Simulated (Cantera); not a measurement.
What does this Cantera script print?

```python
import numpy as np
import cantera as ct

gas_names = """
    H HO2 H2 H2O H2O2 O OH O2 O3 Ti TiO TiO2
""".split()
cond_names = """
    H2O(s) H2O(L) Ti(a) Ti(b) Ti(L) TiO(a) TiO(b) TiO(L) TiO2(ru) TiO2(L) Ti2O3(a) Ti2O3(b) Ti2O3(L)
    Ti3O5(a) Ti3O5(b) Ti3O5(L) Ti4O7(s) Ti4O7(L)
""".split()


# ... load() reads the species with a 1 bar reference pressure and builds the phases ...
atoms = {
    'TiO2': {'Ti': 1, 'O': 2},
    'H2': {'H': 2},
}
top_T = {}  # K; cautious upper limits of use, not melting points


# ... equilibrate(T, P, feed) seeds the gas with the atoms and calls Mixture.equilibrate('TP', solver="vcs", rtol=1e-11, max_steps=5000) ...
results = []
feed = {'TiO2': 1, 'H2': 68}  # mol
T = 1173.15  # K
P = 101325  # Pa
mix = equilibrate(T, P, feed)
results.append((T, P, feed, dict(zip(mix.species_names, mix.species_moles))))
print(gas.report(threshold=1e-05))
for i in range(1, mix.n_phases):
    print(f"{mix.phase(i).name:16s} {mix.phase_moles(i):12.5e} mol")
```

It prints:

```
       temperature   1173.2 K
          pressure   1.0132e+05 Pa
           density   0.021072 kg/m^3
  mean mol. weight   2.0285 kg/kmol
   phase of matter   gas

                          1 kg             1 kmol
                     ---------------   ---------------
          enthalpy        1.2717e+07        2.5797e+07  J
   internal energy        7.9085e+06        1.6042e+07  J
           entropy             84354        1.7111e+05  J/K
    Gibbs function       -8.6243e+07       -1.7494e+08  J
 heat capacity c_p             15272             30979  J/K
 heat capacity c_v             11173             22664  J/K

                      mass frac. Y      mole frac. X     chem. pot. / RT
                     ---------------   ---------------   ---------------
                H2           0.99306           0.99922           -17.905
               H2O         0.0069407        0.00078153            -57.32
     [  +10 minor]        5.8357e-08        1.1743e-07

Ti(b)             0.00000e+00 mol
TiO(a)            0.00000e+00 mol
TiO2(ru)          7.87424e-01 mol
Ti2O3(b)          0.00000e+00 mol
Ti3O5(b)          0.00000e+00 mol
Ti4O7(s)          5.31441e-02 mol
```

These are equilibrium values from Cantera (NASA tables, ideal gas, pure condensed phases), not measurements of a reactor. Mutual solubility and eutectic melting of coexisting phases are not modelled. Condensed phases not in the tables: Magnéli phases beyond Ti4O7.
